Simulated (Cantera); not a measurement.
## Equilibrium for abatement and gas-phase synthesis: SO₂ + H₂

Charge: 1 mol SO₂, 0.16 mol H₂, equilibrated at 2.70 mbar.

Method: chemical equilibrium by Gibbs-energy minimisation in Cantera with the NASA 1993 tables (ideal gas, pure condensed phases). Candidate condensed phases: H₂O, H₂SO₄, S; 19 gas species. Kinetics and transport are ignored.

```json
[
 {"T (K)": "1598", "log p SO₂": "-2.66", "log p H₂O": "-3.47", "log p SO": "-4.18", "log p H₂": "-4.37", "log p S₂": "-4.18"},
 {"T (K)": "1648", "log p SO₂": "-2.66", "log p H₂O": "-3.48", "log p SO": "-4.08", "log p H₂": "-4.32", "log p S₂": "-4.23"},
 {"T (K)": "1698", "log p SO₂": "-2.67", "log p H₂O": "-3.49", "log p SO": "-3.98", "log p H₂": "-4.28", "log p S₂": "-4.29"},
 {"T (K)": "1748", "log p SO₂": "-2.67", "log p H₂O": "-3.50", "log p SO": "-3.89", "log p H₂": "-4.24", "log p S₂": "-4.36"},
 {"T (K)": "1798", "log p SO₂": "-2.67", "log p H₂O": "-3.51", "log p SO": "-3.81", "log p H₂": "-4.21", "log p S₂": "-4.45"},
 {"T (K)": "1848", "log p SO₂": "-2.68", "log p H₂O": "-3.51", "log p SO": "-3.75", "log p H₂": "-4.19", "log p S₂": "-4.55"},
 {"T (K)": "1898", "log p SO₂": "-2.68", "log p H₂O": "-3.52", "log p SO": "-3.69", "log p H₂": "-4.17", "log p S₂": "-4.69"}
]
```
log p: log10 of the partial pressure in bar; nothing condenses.

From 1598 K to 1898 K nothing is condensed.
